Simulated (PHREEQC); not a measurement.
Make-up at 62 °C: 1.7e-05 mol/kgw Ca(HCO3)2. Closed to the air; pH follows from the charge balance.

Model: ion-association model, wateq4f.dat, run in PHREEQC.

This is a speciation only: nothing precipitates in the calculation.

Problem. Predict the pH, ionic strength.

Solution. pH 7.38; ionic strength 5.11e-5 mol/kgw.

Problem. In which forms is C present?

Solution. HCO3- 92 %, CO2 7.4 % of the C.

Complexes and solids missing from the database can't appear. At this temperature some constants are extrapolated from 25 °C, and those without enthalpy data are left unchanged.
